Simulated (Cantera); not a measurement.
A freely propagating, adiabatic, planar premixed flame of H₂ : O₂ : N₂ = 1 : 0.385 : 1.45 (molar parts), equivalence ratio 1.3, unburnt at 450 K and 1.00 atm; mixture-averaged transport, grid criteria slope 0.08 and curve 0.16, no radiation.

Detailed kinetics in Cantera: the H2/O2 subset of GRI-Mech 3.0, which has no nitrogen chemistry. Burning velocities carry a grid error of a few per cent, more on coarse grids.

x: mole fraction of selected species; z is measured from the peak of heat release.

| z (mm) | T (K) | u (m/s) | x H₂ | x O₂ | x HO₂ | x H₂O₂ | x O | x H₂O |
|---|---|---|---|---|---|---|---|---|
| -1.20 | 450 | 5.35 | 0.353 | 0.136 | <1e-8 | <1e-8 | <1e-8 | <1e-8 |
| -0.803 | 450 | 5.35 | 0.353 | 0.136 | <1e-8 | <1e-8 | <1e-8 | <1e-8 |
| -0.602 | 450 | 5.35 | 0.353 | 0.136 | <1e-8 | <1e-8 | <1e-8 | <1e-8 |
| -0.402 | 450 | 5.35 | 0.353 | 0.136 | 5.99e-8 | <1e-8 | <1e-8 | 7.23e-8 |
| -0.201 | 462 | 5.47 | 0.349 | 0.136 | [?] | [?] | [?] | [?] |
| -0.100 | 723 | 8.32 | 0.313 | 0.131 | 0.000254 | 4.59e-5 | 0.000242 | 0.0205 |
| 0 | 1202 | 13.4 | 0.207 | 0.0919 | 9.02e-5 | 5.29e-6 | 0.00431 | 0.108 |
| 0.100 | [?] | 16.7 | [?] | [?] | [?] | [?] | 0.00833 | [?] |
| 0.201 | 1669 | 18.2 | 0.0878 | 0.0148 | 1.23e-5 | 1.63e-6 | 0.00806 | 0.249 |
| 0.402 | 1816 | 19.6 | 0.0862 | 0.00939 | 6.99e-6 | 9.02e-7 | 0.00686 | 0.262 |
| 0.803 | 1966 | 21.0 | 0.0886 | 0.00688 | 4.55e-6 | 4.76e-7 | 0.00514 | 0.271 |
| 1.61 | 2110 | 22.3 | 0.0899 | 0.00453 | 2.77e-6 | 2.64e-7 | 0.00335 | 0.281 |
| 3.21 | 2233 | 23.4 | 0.0901 | 0.00259 | 1.56e-6 | 1.58e-7 | 0.00187 | 0.291 |

Q: Some entries are withheld; supply them.

A: 
- -0.201, x HO₂: 0.000151
- -0.201, x H₂O₂: 4.10e-6
- -0.201, x O: 2.59e-6
- -0.201, x H₂O: 0.000280
- 0.100, T (K): 1521
- 0.100, x H₂: 0.112
- 0.100, x O₂: 0.0333
- 0.100, x HO₂: 2.99e-5
- 0.100, x H₂O₂: 2.59e-6
- 0.100, x H₂O: 0.215
